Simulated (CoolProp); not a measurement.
Vapour-liquid equilibrium of ethane (1) + propylene (2) at 279.6 K; x and y are mole fractions of (1).

The numbers come from the multi-fluid Helmholtz-energy mixture model, Bücker 2006 and Lemmon 2013; pair parameters Bell 2016 in CoolProp.

### Question
Give the bubble pressure and the first vapour's composition at x = 0.05, 0.575, 0.65. Is there an azeotrope?

### Answer
x = 0.05: 799.5 kPa, y = 0.144; x = 0.575: 1809 kPa, y = 0.780; x = 0.65: 1964 kPa, y = 0.825. No azeotrope shows between x = 0.05 and 0.95.

The pair parameters rest on a limited set of measurements; away from them the model extrapolates.
